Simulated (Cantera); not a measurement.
A perfectly stirred reactor is fed with 13.4 % CH3OH, 18.2 % O2, 68.5 % N2, equivalence ratio 1.1, at 8.10 bar; it is adiabatic with a 573 K inlet, and is followed from long to short residence time, starting on the burning branch (τ in s: 0.03, 0.017, 0.01, 0.0059, 0.0035, 0.002, 0.0012, 0.0007, 0.00041, 0.00024, 0.00014, 8.2e-05).

Detailed kinetics in Cantera: GRI-Mech 3.0 (53 species, 325 reactions). GRI-Mech 3.0 was tuned for natural gas; its chemistry of methanol as a main component is partial and can be far from experiment.

### Question
Predict: blow-out, bracketed by the residence times tried; x(CH3OH) at τ = 30.0 ms; x(O2) at τ = 30.0 ms; x(CO) at τ = 30.0 ms; x(CH2CO) at τ = 30.0 ms; x(OH) at τ = 30.0 ms; x(CH3OH) at τ = 1.20 ms; x(O2) at τ = 1.20 ms; x(CO) at τ = 1.20 ms; x(CH2CO) at τ = 1.20 ms; x(OH) at τ = 1.20 ms.

### Answer
```
Item                                                                               Value
------------------------------------------------  --------------------------------------
blow-out, bracketed by the residence times tried  burning at 82.0 µs, the shortest tried
x(CH3OH) at τ = 30.0 ms                                                          5.31e-7
x(O2) at τ = 30.0 ms                                                            0.000910
x(CO) at τ = 30.0 ms                                                              0.0269
x(CH2CO) at τ = 30.0 ms                                                          1.75e-9
x(OH) at τ = 30.0 ms                                                             0.00250
x(CH3OH) at τ = 1.20 ms                                                          7.99e-6
x(O2) at τ = 1.20 ms                                                             0.00312
x(CO) at τ = 1.20 ms                                                              0.0299
x(CH2CO) at τ = 1.20 ms                                                          1.63e-8
x(OH) at τ = 1.20 ms                                                             0.00431
```
